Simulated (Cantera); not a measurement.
Input (Python, Cantera) and output of one run.

```python
import numpy as np
import cantera as ct

gas_names = """
    CL CLO CL2 H HCL HOCL HO2 H2 H2O H2O2 K KCL KH KO KOH K2 K2CL2 K2O2H2 O OH O2 O3
""".split()
cond_names = """
    H2O(s) H2O(L) K(cr) K(L) KCL(s) KCL(L) KOH(a) KOH(b) KOH(L) KO2(s) K2O(s) K2O2(s)
""".split()


# ... load() reads the species with a 1 bar reference pressure and builds the phases ...
atoms = {
    'KCl': {'K': 1, 'CL': 1},
    'O2': {'O': 2},
    'H2': {'H': 2},
}
top_T = {'KO2(s)': 780, 'K2O(s)': 1000, 'K2O2(s)': 760}  # K; cautious upper limits of use, not melting points


# ... equilibrate(T, P, feed) seeds the gas with the atoms and calls Mixture.equilibrate('TP', solver="vcs", rtol=1e-11, max_steps=5000) ...
results = []
T = 650  # K
P = 2000  # Pa
for m in [1.5, 2, 2.8, 3.8, 5.3, 7.2, 10, 14, 19, 26, 36, 49]:
    feed = {'KCl': 1, 'O2': 6.3, 'H2': m}  # mol
    mix = equilibrate(T, P, feed)
    results.append((T, P, feed, dict(zip(mix.species_names, mix.species_moles))))

top = {s: max(r[3][s] / sum(r[3][g] for g in gas_names) for r in results) for s in gas_names}
cols = sorted((s for s in top if top[s] > 0.0001), key=lambda s: -top[s])[:6]
seen = [c for c in cond_names if any(r[3].get(c, 0) > 1e-12 for r in results)]
print("log10 of partial pressures in bar; condensed amounts in mol")
print(f"{'n(H2)':>10s}" + "".join(f"{s[:9]:>10s}" for s in cols + seen))
for T, P, feed, n in results:
    ng = sum(n[g] for g in gas_names)
    print(f"{feed['H2']:10.4g}" + "".join(f"{np.log10(max(n[s] / ng * P / 1e5, 1e-99)):10.3f}" for s in cols)
          + "".join(f"{n.get(c, 0):10.4g}" for c in seen))
```

Result:

```
log10 of partial pressures in bar; condensed amounts in mol
     n(H2)       H2O        O2        H2    KCL(s)
       1.5    -2.371    -1.803   -18.459         1
         2    -2.261    -1.838   -18.331         1
       2.8    -2.138    -1.895   -18.180         1
       3.8    -2.033    -1.969   -18.037         1
       5.3    -1.927    -2.089   -17.871         1
       7.2    -1.837    -2.263   -17.695         1
        10    -1.752    -2.638   -17.422         1
        14    -1.745   -32.069    -2.699         1
        19    -1.877   -33.390    -2.172         1
        26    -2.014   -34.031    -1.987         1
        36    -2.155   -34.516    -1.886         1
        49    -2.289   -34.899    -1.828         1
```

Cantera equilibrium calculation (NASA polynomials, part measured and part estimated; ideal gas, pure solids and liquids).
